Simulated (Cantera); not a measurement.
Mixture: CH₄ : H₂ : O₂ : N₂ : CO₂ = 1 : 0.074 : 1.13 : 4.26 : 0.24 (molar parts), at 1.00 bar, adiabatic and at constant volume. Ignition delay is the time to a rise of 400 K.

Model: GRI-Mech 3.0 (53 species, 325 reactions), integrated in Cantera.

What does this change do: pressure from 1.00 bar to 5.20 bar?


```csv
quantity,before,after
delay at 1148 K,54.5 ms,8.57 ms
delay at 1298 K,9.12 ms,2.07 ms
delay at 1448 K,1.76 ms,0.483 ms
delay at 1598 K,0.435 ms,0.123 ms
delay at 1748 K,0.142 ms,37.0 µs
apparent activation energy between 1598 and 1748 K,170 kJ/mol,190 kJ/mol
```

What does this change do: pressure from 1.00 bar to 26.0 bar?


```tsv
quantity	before	after
delay at 1148 K	54.5 ms	1.10 ms
delay at 1298 K	9.12 ms	0.311 ms
delay at 1448 K	1.76 ms	97.7 µs
delay at 1598 K	0.435 ms	30.7 µs
delay at 1748 K	0.142 ms	10.1 µs
apparent activation energy between 1598 and 1748 K	170 kJ/mol	170 kJ/mol
```
The pressure lies above the range GRI-Mech 3.0 was tuned for (to about 10 atm).
